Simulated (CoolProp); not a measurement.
Values from CoolProp's reference Helmholtz-energy equation of state, Span 2000.

Task: Give the vapour pressure (MPa), enthalpy of vaporisation (kJ/kg), liquid cp (kJ/(kg K)), vapour Z of saturated nitrogen at -180.75, -170.15, -167.45 °C.

Result: 
```
T (°C)   p (MPa)  enthalpy of vaporisation (kJ/kg)  liquid cp (kJ/(kg K))  vapour Z
-------  -------  --------------------------------  ---------------------  --------
-180.75    0.440                               176                   2.17     0.879
-170.15    0.953                               154                   2.41     0.793
-167.45     1.13                               147                   2.51     0.766
```
